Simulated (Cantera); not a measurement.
A closed system holds: 1 mol KCl, 0.42 mol HCl, 0.32 mol N₂, 33 mol H₂, at 825 K and 33000 Pa.

Cantera equilibrium calculation (NASA polynomials, part measured and part estimated; ideal gas, pure solids and liquids). Candidate condensed phases: K, KCl, NH₄Cl; 17 gas species. Rates play no part.

Base state: H₂ 0.978, HCl 0.0124, N₂ 0.00945, NH₃ 7.26e-5 (mole fractions); condensed: KCl(s).

What changes in the equilibrium state with this change: temperature from 825 K to 1950 K?


```tsv
species	before	after
H₂	0.978	0.947
KCl	1.87e-6	0.0276
HCl	0.0124	0.0132
H	<1e-9	0.00194
K	<1e-9	0.00113
Cl	<1e-9	2.03e-5
NH₃	7.26e-5	6.38e-7
KCl(s), mol	1.000	0
```
